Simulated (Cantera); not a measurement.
A freely propagating, adiabatic, planar premixed flame of 18.5 % H2, 17.1 % O2, 64.4 % N2, unburnt at 300 K and 1280 Torr; mixture-averaged transport, grid criteria slope 0.08 and curve 0.16, no radiation.

Cantera simulation using the H2/O2 subset of GRI-Mech 3.0, which has no nitrogen chemistry; the numbers are that mechanism's predictions, not measurements. Burning velocities carry a grid error of a few per cent, more on coarse grids. Lean hydrogen flames are cellular in practice and burn faster than this planar one.

x: mole fraction of selected species; z is measured from the peak of heat release.

```
z (mm)   T (K)  u (m/s)      x H2    x O2      x OH     x HO2    x H2O2       x O
-------  -----  -------  --------  ------  --------  --------  --------  --------
-0.795     300    0.426     0.183   0.172     <1e-8     <1e-8   1.04e-8     <1e-8
-0.530     302    0.425     0.177   0.173     <1e-8   1.31e-7   2.03e-7     <1e-8
-0.398     307    0.428     0.168   0.175     <1e-8   9.32e-7   1.42e-6     <1e-8
-0.265       …    0.463     0.143   0.178     <1e-8   1.12e-5   1.45e-5   2.42e-8
-0.133       …    0.764    0.0903   0.172   1.21e-5  0.000274  0.000105   5.31e-6
-0.0663      …     1.16    0.0581   0.153  0.000284  0.000331   8.50e-5  0.000166
0            …     1.56    0.0298   0.126   0.00126  0.000175   2.03e-5   0.00123
0.0663    1413     1.82    0.0125   0.105   0.00292  0.000104   5.05e-6   0.00241
0.133     1522     1.96   0.00555  0.0961   0.00386   6.92e-5   2.83e-6   0.00249
0.265     1614     2.08   0.00193  0.0918   0.00366   3.65e-5   1.43e-6   0.00151
0.530     1660     2.14  0.000575  0.0911   0.00230   1.33e-5   6.38e-7  0.000495
1.06      1676     2.15  0.000134  0.0912   0.00118   3.60e-6   2.52e-7  0.000120
2.12      1680     2.16   3.30e-5  0.0914  0.000616   1.12e-6   1.01e-7   3.20e-5
```

Problem. What belongs in the gaps?

Solution. 
- -0.265, T (K): 340
- -0.133, T (K): 584
- -0.0663, T (K): 898
- 0, T (K): 1212
